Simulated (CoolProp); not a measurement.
Vapour-liquid equilibrium of R22 (1) + cyclohexane (2) at 332.4 K; x and y are mole fractions of (1).

Values from CoolProp's multi-fluid Helmholtz-energy mixture model, Kamei 1995 and Zhou 2014; pair parameters Bell 2016.

**Question.** Give the bubble pressure and the first vapour's composition at x = 0.35, 0.575, 0.725. Is there an azeotrope?

**Answer.** x = 0.35: 11.59 bar, y = 0.954; x = 0.575: 15.34 bar, y = 0.967; x = 0.725: 17.61 bar, y = 0.975. No azeotrope shows between x = 0.05 and 0.95.

The pair parameters rest on a limited set of measurements; away from them the model extrapolates. The gap from Raoult's law changes sign with composition, which may be real or a fault of the pair parameters; it wasn't checked against measurements. With so large a gap from Raoult's law the liquid may split in two, which this calculation doesn't test in full.
